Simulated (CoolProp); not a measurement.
Properties of CHF3 (R23) along the isobar 5.39 MPa.

The numbers come from the reference Helmholtz-energy equation of state, Penoncello 2003 in CoolProp.

```
T (°C)           phase  cv (kJ/(kg K))  Joule-Thomson coefficient (K/MPa)  isothermal compressibility (1/MPa)  conductivity (mW/(m K))
-------  -------------  --------------  ---------------------------------  ----------------------------------  -----------------------
-100.15         liquid          0.7166                            -0.3290                            0.001230                      156
-78.55          liquid          0.7151                            -0.2843                            0.001702                      135
-56.95          liquid          0.7201                            -0.2118                            0.002467                      119
-35.45          liquid          0.7314                           -0.09071                            0.003860                      105
-13.85          liquid          0.7499                             0.1355                            0.006974                     92.1
7.75            liquid          0.7817                             0.6782                             0.01749                      [?]
29.25    supercritical          0.9242                                [?]                              0.5806                     50.6
50.85    supercritical          0.8081                              9.559                              0.3360                     25.6
72.45    supercritical          0.7719                                [?]                              0.2623                     24.7
94.05    supercritical          0.7719                              6.670                              0.2349                      [?]
115.55   supercritical          0.7844                              5.657                              0.2203                     25.4
137.15   supercritical             [?]                              4.847                              0.2111                     26.1
158.75   supercritical             [?]                                [?]                              0.2048                     26.8
180.25   supercritical          0.8433                              3.657                              0.2002                     27.7
201.85   supercritical          0.8645                              3.209                              0.1968                     28.6
```

Some entries are withheld; supply them.


- 7.75, conductivity (mW/(m K)): 78.0
- 29.25, Joule-Thomson coefficient (K/MPa): 5.144
- 72.45, Joule-Thomson coefficient (K/MPa): 7.963
- 94.05, conductivity (mW/(m K)): 24.9
- 137.15, cv (kJ/(kg K)): 0.8022
- 158.75, cv (kJ/(kg K)): 0.8224
- 158.75, Joule-Thomson coefficient (K/MPa): 4.192

Thermal conductivity comes from a separate model (Shan 2000).
